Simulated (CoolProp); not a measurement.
Toluene at several states: fugacity coefficient from the reference equation and from simpler models built on Tc = 318.6 °C, pc = 41.26 bar, ω = 0.266; each cubic takes its own stable root.

Values from CoolProp's reference Helmholtz-energy equation of state, Lemmon 2006. It is a short technical equation, of lower accuracy than the large ones.

```tsv
T (°C)	p (bar)	phase	reference
340.05	1.43	gas	0.9887
335.85	7.07	gas	0.9435
3.35	0.899	liquid	0.01246
96.75	207	liquid	0.006791
```

### Question
How far does each simpler model (Redlich-Kwong, Peng-Robinson) lie from the reference over these 4 states: mean and median of the absolute difference, and the worst?

### Answer
- Redlich-Kwong: mean 80.0 %, median 55.0 %, worst +209.7 % at 3.35 °C and 0.899 bar
- Peng-Robinson: mean 2.1 %, median 0.4 %, worst +7.5 % at 3.35 °C and 0.899 bar
